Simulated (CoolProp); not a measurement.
Properties of propylene along the isobar 0.101 MPa (Tc = 91.1 °C, pc = 4.555 MPa, ω = 0.146).

The numbers come from the reference Helmholtz-energy equation of state, Lemmon 2013 in CoolProp.

```
T (°C)   phase  density (kg/m³)  cv (kJ/(kg K))  speed of sound (m/s)
------  ------  ---------------  --------------  --------------------
-77.55  liquid            646.0             ___                  1381
-64.15  liquid            630.2           1.345                  1294
-50.75  liquid            613.9           1.362                  1206
-37.25     gas            2.236             ___                 229.2
-23.85     gas            2.104           1.174                 235.7
-10.45     gas            1.989           1.219                 241.9
3.05       gas            1.885           1.264                 247.9
16.45      gas            1.793           1.311                 253.7
29.85      gas            1.710           1.358                 259.3
43.25      gas            1.635           1.407                 264.7
56.75      gas            1.566           1.456                   ___
70.15      gas            1.503           1.506                 275.1
83.55      gas            1.445             ___                   ___
```

**Question.** What belongs in the gaps?

**Answer.** 
- -77.55, cv (kJ/(kg K)): 1.335
- -37.25, cv (kJ/(kg K)): 1.132
- 56.75, speed of sound (m/s): 270.0
- 83.55, cv (kJ/(kg K)): 1.555
- 83.55, speed of sound (m/s): 280.1
